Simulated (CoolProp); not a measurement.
Model: reference Helmholtz-energy equation of state, Thol 2019, in CoolProp.

For decamethylcyclopentasiloxane (D5), give the phase and the cv (kJ/(kg K)), speed of sound (m/s) at 337.6 K and 0.0164 MPa; 366.3 K and 0.0252 MPa; 388.1 K and 0.0307 MPa.


- 337.6 K and 0.0164 MPa: liquid; cv 1.50, speed of sound 803
- 366.3 K and 0.0252 MPa: liquid; cv 1.55, speed of sound 720
- 388.1 K and 0.0307 MPa: liquid; cv 1.59, speed of sound 660
